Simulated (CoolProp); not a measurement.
Vapour-liquid equilibrium of propane (1) + R134a (2) at 1420 kPa; x and y are mole fractions of (1).

Values from CoolProp's multi-fluid Helmholtz-energy mixture model, Lemmon 2009 and Tillner-Roth 1994; pair parameters Bell 2016.

Question: Give the bubble temperature and the first vapour's composition at x = 0.15, 0.55, 0.65. Is there an azeotrope?

Answer: x = 0.15: 313.7 K, y = 0.314; x = 0.55: 305.4 K, y = 0.585; x = 0.65: 305.4 K, y = 0.633. y crosses x between x = 0.55 and 0.65: the model has an azeotrope there.

The pair parameters rest on a limited set of measurements; away from them the model extrapolates. With so large a gap from Raoult's law the liquid may split in two, which this calculation doesn't test in full.
